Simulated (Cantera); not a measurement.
What does this Cantera script print?

```python
import numpy as np
import cantera as ct

gas_names = """
    H HNO HNO2 HNO3 HO2 H2 H2O H2O2 H2S H2SO4 N NH NH2 NH3 NH2OH NO NO2 NO3 N2 N2H2 N2H4 N2O O OH O2 O3
    S SH SN SO SO2 SO3 S2 S2O S8
""".split()
cond_names = """
    H2O(s) H2O(L) H2SO4(L) S(cr1) S(cr2) S(L)
""".split()


# ... load() reads the species with a 1 bar reference pressure and builds the phases ...
atoms = {
    'NH3': {'N': 1, 'H': 3},
    'SO2': {'S': 1, 'O': 2},
    'H2': {'H': 2},
}
top_T = {}  # K; cautious upper limits of use, not melting points


# ... equilibrate(T, P, feed) seeds the gas with the atoms and calls Mixture.equilibrate('TP', solver="vcs", rtol=1e-11, max_steps=5000) ...
results = []
T = 2200  # K
P = 540  # Pa
for m in [0.0061, 0.015, 0.023, 0.032, 0.04, 0.048, 0.057, 0.065, 0.074, 0.082, 0.091]:
    feed = {'NH3': 1, 'SO2': m, 'H2': 0.2}  # mol
    mix = equilibrate(T, P, feed)
    results.append((T, P, feed, dict(zip(mix.species_names, mix.species_moles))))

top = {s: max(r[3][s] / sum(r[3][g] for g in gas_names) for r in results) for s in gas_names}
cols = sorted((s for s in top if top[s] > 1e-05), key=lambda s: -top[s])[:9]
seen = [c for c in cond_names if any(r[3].get(c, 0) > 1e-12 for r in results)]
print("log10 of partial pressures in bar; condensed amounts in mol")
print(f"{'n(SO2)':>10s}" + "".join(f"{s[:9]:>10s}" for s in cols + seen))
for T, P, feed, n in results:
    ng = sum(n[g] for g in gas_names)
    print(f"{feed['SO2']:10.4g}" + "".join(f"{np.log10(max(n[s] / ng * P / 1e5, 1e-99)):10.3f}" for s in cols)
          + "".join(f"{n.get(c, 0):10.4g}" for c in seen))
```

It prints:

```
log10 of partial pressures in bar; condensed amounts in mol
    n(SO2)        H2        N2       H2O         H         S        SH        S2        SO       H2S
    0.0061    -2.417    -2.926    -4.549    -3.458    -5.127    -5.326    -6.294    -6.557    -6.008
     0.015    -2.424    -2.927    -4.165    -3.461    -4.783    -4.986    -5.606    -5.823    -5.670
     0.023    -2.429    -2.928    -3.985    -3.464    -4.632    -4.837    -5.303    -5.486    -5.525
     0.032    -2.435    -2.930    -3.848    -3.467    -4.521    -4.730    -5.083    -5.232    -5.420
      0.04    -2.440    -2.931    -3.756    -3.470    -4.450    -4.661    -4.941    -5.064    -5.355
     0.048    -2.446    -2.932    -3.682    -3.472    -4.395    -4.608    -4.829    -4.929    -5.304
     0.057    -2.451    -2.933    -3.613    -3.475    -4.344    -4.560    -4.728    -4.804    -5.259
     0.065    -2.457    -2.934    -3.561    -3.478    -4.307    -4.526    -4.653    -4.710    -5.227
     0.074    -2.462    -2.935    -3.511    -3.480    -4.271    -4.493    -4.582    -4.618    -5.197
     0.082    -2.467    -2.936    -3.471    -3.483    -4.244    -4.468    -4.527    -4.546    -5.175
     0.091    -2.473    -2.937    -3.431    -3.486    -4.217    -4.444    -4.473    -4.473    -5.153
```

These are equilibrium values from Cantera (NASA tables, ideal gas, pure condensed phases), not measurements of a reactor.
